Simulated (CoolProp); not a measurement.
R1123 along the isotherm 355.4 K: Z from the reference equation and from simpler models built on Tc = 331.7 K, pc = 4549 kPa, ω = 0.243; each cubic takes its own stable root.

Values from CoolProp's reference Helmholtz-energy equation of state, Akasaka 2020.

| p (kPa) | phase | reference |
|---|---|---|
| 2220 | gas | 0.8532 |
| 4440 | gas | 0.6686 |
| 6670 | supercritical | 0.4091 |
| 8890 | supercritical | 0.3532 |
| 11100 | supercritical | 0.3921 |
| 13300 | supercritical | 0.4408 |
| 15600 | supercritical | 0.4939 |
| 17800 | supercritical | 0.5451 |
| 20000 | supercritical | 0.5961 |

Task: How far does each simpler model (van der Waals, Redlich-Kwong, Soave-Redlich-Kwong, Peng-Robinson) lie from the reference over these 9 states: mean and median of the absolute difference, and the worst?

Result: 
- van der Waals: mean 20.8 %, median 29.7 %, worst +33.1 % at 355.4 K and 20000 kPa
- Redlich-Kwong: mean 7.0 %, median 9.0 %, worst +11.9 % at 355.4 K and 8890 kPa
- Soave-Redlich-Kwong: mean 10.7 %, median 11.9 %, worst +18.5 % at 355.4 K and 8890 kPa
- Peng-Robinson: mean 3.3 %, median 2.4 %, worst +9.0 % at 355.4 K and 8890 kPa
